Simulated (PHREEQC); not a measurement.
A solution holds 0.074 mol/kgw CuSO4, 0.00034 mol/kgw H2SO4 and 0.15 mol/kgw NaCl, at 25 °C. Closed to the air; pH follows from the charge balance.

All values are PHREEQC results (ion-association model, phreeqc.dat), not measurements.

No solid was allowed to form.

Problem. Estimate the pH, activity of water.

Solution. pH 3.59; activity of water 0.993.

Problem. In which forms is Na present?

Solution. Na+ 95 %, NaSO4- 5.0 % of the Na.
